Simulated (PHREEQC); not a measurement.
0.2 g of hydrous ferric oxide (600 m²/g; 0.2 weak and 0.005 strong sites per Fe, Dzombak-Morel constants, diffuse double layer) in 1 kg of water with 0.1 mol/kgw of an inert sodium salt, at 25 °C; the pH is set by adding NaOH or the inert anion's acid. Oxygen is held at 0.21 atm. No CO2 enters from the air. Nothing may precipitate in this run.

Model: ion-association model, wateq4f.dat, run in PHREEQC.

```tsv
pH	surface charge σ (C/m²)	surface potential ψ (mV)
4	0.321	147
4.5	0.273	138
5	0.215	126
5.5	0.159	111
6	0.111	93
6.5	0.074	74
7	0.045	52
7.5	0.022	29
8	0.004	5
8.5	-0.014	-19
9	-0.034	-42
9.5	-0.060	-65
10	-0.094	-85
```

Complexes and solids missing from the database can't appear.
